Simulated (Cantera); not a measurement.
A closed system holds: 1 mol C2H2, 4.7 mol H2O, 6.2 mol H2, held at 10000 Pa.

Cantera equilibrium calculation (NASA polynomials, part measured and part estimated; ideal gas, pure solids and liquids). Candidate condensed phases: C, C6H6, C7H8, C8H18, H2O; 110 gas species. Rates play no part.

log p: log10 of the partial pressure in bar; nothing condenses.

```json
[
 {"T (K)": "1673", "log p H2": "-1.17", "log p H2O": "-1.74", "log p H": "-4.53", "log p CO": "-1.88", "log p OH": "-6.41", "log p CO2": "-2.96"},
 {"T (K)": "1773", "log p H2": "-1.17", "log p H2O": "-1.73", "log p H": "-4.13", "log p CO": "-1.87", "log p OH": "-5.90", "log p CO2": "-3.00"},
 {"T (K)": "1873", "log p H2": "-1.17", "log p H2O": "-1.73", "log p H": "-3.78", "log p CO": "-1.87", "log p OH": "-5.45", "log p CO2": "-3.04"},
 {"T (K)": "1973", "log p H2": "-1.18", "log p H2O": "-1.73", "log p H": "…", "log p CO": "-1.87", "log p OH": "…", "log p CO2": "-3.08"},
 {"T (K)": "2073", "log p H2": "-1.18", "log p H2O": "-1.73", "log p H": "-3.17", "log p CO": "-1.87", "log p OH": "-4.67", "log p CO2": "-3.11"},
 {"T (K)": "2173", "log p H2": "-1.18", "log p H2O": "-1.73", "log p H": "-2.91", "log p CO": "-1.87", "log p OH": "-4.33", "log p CO2": "-3.13"},
 {"T (K)": "2273", "log p H2": "-1.19", "log p H2O": "-1.73", "log p H": "-2.67", "log p CO": "-1.87", "log p OH": "-4.03", "log p CO2": "-3.16"},
 {"T (K)": "2373", "log p H2": "-1.19", "log p H2O": "-1.74", "log p H": "-2.45", "log p CO": "-1.87", "log p OH": "-3.75", "log p CO2": "-3.18"},
 {"T (K)": "2473", "log p H2": "-1.21", "log p H2O": "-1.75", "log p H": "-2.25", "log p CO": "-1.87", "log p OH": "-3.49", "log p CO2": "-3.20"},
 {"T (K)": "2573", "log p H2": "-1.22", "log p H2O": "-1.76", "log p H": "…", "log p CO": "-1.88", "log p OH": "…", "log p CO2": "-3.23"},
 {"T (K)": "2673", "log p H2": "-1.25", "log p H2O": "-1.78", "log p H": "-1.91", "log p CO": "-1.89", "log p OH": "-3.05", "log p CO2": "-3.25"},
 {"T (K)": "2773", "log p H2": "-1.28", "log p H2O": "-1.81", "log p H": "-1.77", "log p CO": "-1.90", "log p OH": "-2.87", "log p CO2": "-3.28"}
]
```

**Question.** What belongs in the gaps?

**Answer.** 
- 1973, log p H: -3.46
- 1973, log p OH: -5.04
- 2573, log p H: -2.08
- 2573, log p OH: -3.26
